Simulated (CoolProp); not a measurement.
Vapour-liquid equilibrium of ethane (1) + hydrogen chloride (2) at -108.85 °C; x and y are mole fractions of (1).

The numbers come from the multi-fluid Helmholtz-energy mixture model, Bücker 2006 and Thol 2018; pair parameters Bell 2016 in CoolProp.

```tsv
x	bubble pressure (kPa)	y at the bubble point	dew pressure at overall composition x (kPa)	liquid density (mol/L)
0.05	30.20	0.334	21.98	32.79
0.2	39.83	0.532	25.71	29.43
0.35	40.99	0.556	30.85	26.64
0.5	41.03	0.558	38.07	24.32
0.65	40.95	0.572	39.00	22.37
0.8	39.53	0.632	34.39	20.73
0.95	33.37	0.836	30.36	19.33
```

y crosses x between x = 0.5 and 0.65: the model has an azeotrope there.

Pair parameters are fitted to limited data, so mixtures are less certain than the pure fluids. With so large a gap from Raoult's law the liquid may split in two, which this calculation doesn't test in full.
